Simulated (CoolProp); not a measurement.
Cyclohexane at 548.54 K and 2.14 MPa is compressed adiabatically to 6.82 MPa with isentropic efficiency 0.6. Each further row changes one setting.

Model: reference Helmholtz-energy equation of state, Zhou 2014, in CoolProp.

```json
[
 {"case": "as stated", "work (kJ/kg)": "66.0", "final temperature (K)": "612.1", "final density (kg/m³)": "248"},
 {"case": "efficiency 1", "work (kJ/kg)": "39.6", "final temperature (K)": "606.1", "final density (kg/m³)": "269"},
 {"case": "efficiency 0.65", "work (kJ/kg)": "61.0", "final temperature (K)": "610.9", "final density (kg/m³)": "252"}
]
```
